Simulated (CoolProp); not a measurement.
R227EA along the isobar 2760 kPa: fugacity coefficient from the reference equation and from simpler models built on Tc = 101.8 °C, pc = 2925 kPa, ω = 0.358; each cubic takes its own stable root.

Values from CoolProp's reference Helmholtz-energy equation of state, Lemmon 2016.

```
T (°C)   phase  reference
------  ------  ---------
-52.25  liquid   0.006562
-37.85  liquid    0.01478
-23.35  liquid    0.02970
-8.95   liquid    0.05385
5.55    liquid    0.09031
19.95   liquid     0.1409
34.45   liquid     0.2077
48.95   liquid     0.2910
63.35   liquid     0.3890
77.85   liquid     0.5002
92.25   liquid     0.6178
106.75     gas     0.7003
121.15     gas     0.7416
135.65     gas     0.7748
150.05     gas     0.8023
```

### Question
How far does each simpler model (van der Waals, Redlich-Kwong, Soave-Redlich-Kwong) lie from the reference over these 15 states: mean and median of the absolute difference, and the worst?

### Answer
- van der Waals: mean 239.1 %, median 64.1 %, worst +1370.7 % at -52.25 °C and 2760 kPa
- Redlich-Kwong: mean 54.5 %, median 27.0 %, worst +215.6 % at -52.25 °C and 2760 kPa
- Soave-Redlich-Kwong: mean 1.7 %, median 1.6 %, worst +3.1 % at 48.95 °C and 2760 kPa
